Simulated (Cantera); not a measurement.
A perfectly stirred reactor is fed with CH4 : CO : O2 : N2 = 1 : 0.43 : 2.01 : 24.2 (molar parts), at 1050 Torr; it is adiabatic with a 400 K inlet, and is followed from long to short residence time, starting on the burning branch (τ in s: 0.4, 0.11, 0.032, 0.0091, 0.0026, 0.00073, 0.00021, 5.9e-05, 1.7e-05, 4.8e-06).

Computed with Cantera and GRI-Mech 3.0 (53 species, 325 reactions).

**Question.** What does this change do: pressure from 1050 Torr to 7500 Torr?

**Answer.** 
```
quantity                                                                      before                               after
------------------------------------------------  ----------------------------------  ----------------------------------
blow-out, bracketed by the residence times tried  burning at 0.400 s, out at 0.110 s  burning at 0.110 s, out at 32.0 ms
x(CH4) at τ = 0.400 s                                                        0.00112                             0.00149
x(CO) at τ = 0.400 s                                                          0.0133                             0.00974
x(O2) at τ = 0.400 s                                                         0.00413                             0.00251
x(CH2) at τ = 0.400 s                                                        1.35e-8                            6.15e-10
x(H) at τ = 0.400 s                                                          8.41e-6                             7.89e-7
x(CH4) at τ = 0.730 ms                                                        0.0362                              0.0362
x(CO) at τ = 0.730 ms                                                         0.0156                              0.0156
x(O2) at τ = 0.730 ms                                                         0.0727                              0.0727
x(CH2) at τ = 0.730 ms                                                        <1e-12                              <1e-12
x(H) at τ = 0.730 ms                                                          <1e-12                              <1e-12
```
